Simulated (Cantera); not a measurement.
## Adiabatic ignition

An adiabatic, constant-volume homogeneous reactor starts with CH₄ : CO : O₂ : N₂ = 1 : 0.89 : 1.11 : 3.78 (molar parts), at 1375 K and 8.68 atm.

Detailed kinetics in Cantera: GRI-Mech 3.0 (53 species, 325 reactions).

| t (s) | T (K) | P (bar) | x CH₄ | x CO | x O₂ | x H₂ | x N₂O |
|---|---|---|---|---|---|---|---|
| 4.00e-6 | 1375 | 8.80 | 0.147 | 0.131 | 0.164 | 9.85e-8 | 1.27e-12 |
| 1.05e-5 | 1375 | 8.80 | 0.147 | 0.131 | 0.164 | 4.15e-7 | 4.69e-12 |
| 2.76e-5 | 1375 | 8.80 | 0.147 | 0.131 | 0.164 | 2.13e-6 | 1.64e-11 |
| 7.26e-5 | 1375 | 8.80 | 0.147 | 0.131 | 0.164 | 1.18e-5 | 5.98e-11 |
| 0.000191 | 1377 | 8.81 | 0.147 | 0.131 | 0.163 | 5.21e-5 | 2.23e-10 |
| 0.000502 | 1385 | 8.86 | 0.146 | 0.131 | 0.163 | 0.000239 | 9.93e-10 |
| 0.00132 | 1480 | 9.47 | 0.134 | 0.131 | 0.153 | 0.00332 | 1.29e-8 |
| 0.00346 | 2796 | 20.3 | 1.69e-9 | 0.215 | 2.18e-5 | 0.129 | 5.88e-8 |
| 0.00910 | 2796 | 20.3 | 1.69e-9 | 0.215 | 2.18e-5 | 0.129 | 5.88e-8 |
| 0.0239 | 2796 | 20.3 | 1.69e-9 | 0.215 | 2.18e-5 | 0.129 | 5.88e-8 |
| 0.0629 | 2796 | 20.3 | 1.69e-9 | 0.215 | 2.18e-5 | 0.129 | 5.88e-8 |
| 0.165 | 2796 | 20.3 | 1.69e-9 | 0.215 | 2.18e-5 | 0.129 | 5.88e-8 |
| 0.434 | 2796 | 20.3 | 1.69e-9 | 0.215 | 2.18e-5 | 0.129 | 5.88e-8 |
| 1.14 | 2796 | 20.3 | 1.69e-9 | 0.215 | 2.18e-5 | 0.129 | 5.88e-8 |
| 3.00 | 2796 | 20.3 | 1.69e-9 | 0.215 | 2.18e-5 | 0.129 | 5.88e-8 |
x: mole fraction; the columns are a selection and need not sum to one.

```yaml
time_of_steepest_temperature_rise: 1.48 ms
temperature at 3.00 s: 2796 K
equilibrium_temperature: 2796 K
x(CH₄) at 3.00 s: 1.69e-9 (gas-phase equilibrium 1.88e-9)
x(CO) at 3.00 s: 0.215 (gas-phase equilibrium 0.215)
x(O₂) at 3.00 s: 2.18e-5 (gas-phase equilibrium 2.18e-5)
```
